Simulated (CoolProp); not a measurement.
50 sccm (0 °C, 1 atm) of nitrogen bubbles through liquid n-octane at 340.3 K and leaves saturated at a total pressure of 0.15 MPa (ideal gas phase). Each further row changes one setting.

Computed with CoolProp (reference Helmholtz-energy equation of state, Beckmüller 2019).

| case | vapour pressure (kPa) | mole fraction of vapour | delivery (mg/min) | delivery (sccm) | change of delivery for a bath 1 K warmer (%) |
|---|---|---|---|---|---|
| as stated | 14.2 | 0.0943 | 26.5 | ? | 4.6 |
| bath temperature 345.3 K | 17.3 | 0.115 | ? | ? | ? |
| total pressure 0.3 MPa | 14.2 | ? | ? | ? | ? |

Fill in the missing entries.


- as stated, delivery (sccm): 5.21
- bath temperature 345.3 K, delivery (mg/min): 33.2
- bath temperature 345.3 K, delivery (sccm): 6.51
- bath temperature 345.3 K, change of delivery for a bath 1 K warmer (%): 4.5
- total pressure 0.3 MPa, mole fraction of vapour: 0.0472
- total pressure 0.3 MPa, delivery (mg/min): 12.6
- total pressure 0.3 MPa, delivery (sccm): 2.48
- total pressure 0.3 MPa, change of delivery for a bath 1 K warmer (%): 4.4
